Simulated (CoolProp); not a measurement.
Values from CoolProp's reference Helmholtz-energy equation of state, Span 2000.

**Question.** For nitrogen, give the phase and the conductivity (mW/(m K)) at 218.85 °C and 0.834 bar.

**Answer.** 
- 218.85 °C and 0.834 bar: gas; conductivity 38.6

Thermal conductivity comes from a separate model (Lemmon 2004).
